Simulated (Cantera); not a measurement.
What does this Cantera script print?

```python
import numpy as np
import cantera as ct

gas_names = [...]  # 151 gases of nasa_gas.yaml made of C, H, N, O, Si
cond_names = """
    C(gr) C6H6(L) C7H8(L) C8H18(L),n-octa H2O(s) H2O(L) Si(cr) Si(L) SiC(b) SiO2(Lqz) SiO2(hqz) SiO2(L)
    Si2N2O(s) Si3N4(a)
""".split()


# ... load() reads the species with a 1 bar reference pressure and builds the phases ...
atoms = {
    'TEOS': {'Si': 1, 'C': 8, 'H': 20, 'O': 4},
    'N2O': {'N': 2, 'O': 1},
    'H2': {'H': 2},
}
top_T = {'C(gr)': 4500, 'SiC(b)': 3050, 'Si2N2O(s)': 2100, 'Si3N4(a)': 2400}  # K; cautious upper limits of use, not melting points


# ... equilibrate(T, P, feed) seeds the gas with the atoms and calls Mixture.equilibrate('TP', solver="vcs", rtol=1e-11, max_steps=5000) ...
results = []
feed = {'TEOS': 1, 'N2O': 8, 'H2': 9.9}  # mol
T = 1898.15  # K
P = 14000  # Pa
mix = equilibrate(T, P, feed)
results.append((T, P, feed, dict(zip(mix.species_names, mix.species_moles))))
print(gas.report(threshold=0.0001))
for i in range(1, mix.n_phases):
    print(f"{mix.phase(i).name:16s} {mix.phase_moles(i):12.5e} mol")
```

It prints:

```
       temperature   1898.2 K
          pressure   14000 Pa
           density   0.012885 kg/m^3
  mean mol. weight   14.525 kg/kmol
   phase of matter   gas

                          1 kg             1 kmol
                     ---------------   ---------------
          enthalpy        9.4892e+05        1.3783e+07  J
   internal energy       -1.3761e+05       -1.9988e+06  J
           entropy             17002        2.4696e+05  J/K
    Gibbs function       -3.1324e+07       -4.5499e+08  J
 heat capacity c_p            2462.7             35771  J/K
 heat capacity c_v            1890.3             27457  J/K

                      mass frac. Y      mole frac. X     chem. pot. / RT
                     ---------------   ---------------   ---------------
                CO           0.41881           0.21718           -38.023
               CO2          0.016008         0.0052835           -63.554
                 H        0.00010277         0.0014809           -10.986
                H2          0.069588           0.50138           -21.972
               H2O          0.063573          0.051258           -47.503
                N2           0.42906           0.22247           -30.235
               SiO          0.002844        0.00093705           -44.773
     [ +144 minor]        1.7269e-05        1.3717e-05

C(gr)             0.00000e+00 mol
Si(L)             0.00000e+00 mol
SiC(b)            0.00000e+00 mol
SiO2(L)           9.66293e-01 mol
Si2N2O(s)         0.00000e+00 mol
Si3N4(a)          0.00000e+00 mol
```

These are equilibrium values from Cantera (NASA tables, ideal gas, pure condensed phases), not measurements of a reactor. The feed counts by its element totals alone. The tables hold silica as quartz up to 1696 K and as liquid above; real silica turns to tridymite and cristobalite and melts near 1996 K.
